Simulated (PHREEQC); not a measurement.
Dissolve 10 mmol/kgw CaCl2, 2.75 mmol/kgw NaF and 0.037 mmol/kgw H4SiO4 at 25 °C. Closed to the air; pH follows from the charge balance.

Model: ion-association model, wateq4f.dat, run in PHREEQC.

This is a speciation only: nothing precipitates in the calculation.

Task: Estimate the pH.

Result: pH 7.18.

Task: In which forms is F present?

Result: F- 96 %, CaF+ 4.3 % of the F.

Examples of supersaturated solids here: Fluorite. Others may be too. SiF6-2 is the database's only silicon fluoride.
